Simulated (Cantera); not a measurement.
**Hydrocarbon pyrolysis for carbon deposition**

An isothermal, constant-pressure homogeneous reactor starts with 47.6 % C₂H₄, 52.4 % H₂, at 1950 K and 0.0365 atm.

Cantera simulation using GRI-Mech 3.0 (53 species, 325 reactions); the numbers are that mechanism's predictions, not measurements. GRI-Mech 3.0 was tuned for natural gas; its chemistry of ethylene as a main component is partial and can be far from experiment. GRI-Mech 3.0 stops at C3 and has no aromatics, soot or wall deposition, so with more carbon than oxygen in the feed, carbon stays in small species such as C2H2 where larger ones or solid carbon would form. Radical loss at walls, strong at low pressure, is not modelled.

```csv
t (s),x C₂H₄,x H₂,x C₂H,x C₂H₂,x CH₂,x CH₄
0.000400,0.346,0.565,3.86e-7,0.0876,5.12e-7,1.13e-5
0.00123,0.161,0.625,1.41e-6,0.213,3.76e-7,5.07e-5
0.00378,0.0153,0.672,3.18e-6,0.312,5.59e-8,9.13e-5
0.0116,9.32e-5,0.676,1.56e-5,0.322,2.39e-8,9.41e-5
0.0357,7.31e-5,0.673,3.42e-5,0.322,1.11e-7,9.52e-5
0.110,7.14e-5,0.673,3.69e-5,0.322,1.62e-7,0.000120
0.337,7.14e-5,0.673,3.69e-5,0.322,2.38e-7,0.000178
1.03,7.15e-5,0.673,3.69e-5,0.322,3.12e-7,0.000234
3.18,7.15e-5,0.673,3.69e-5,0.322,3.19e-7,0.000240
9.76,7.15e-5,0.673,3.69e-5,0.322,3.19e-7,0.000240
30.0,7.15e-5,0.673,3.69e-5,0.322,3.19e-7,0.000240
```
x: mole fraction; the columns are a selection and need not sum to one.

Equilibrium at this temperature and pressure: C₂H₄ 7.15e-5, H₂ 0.673, C₂H 3.69e-5, C₂H₂ 0.322, CH₂ 3.19e-7, CH₄ 0.000240 (gas phase only).
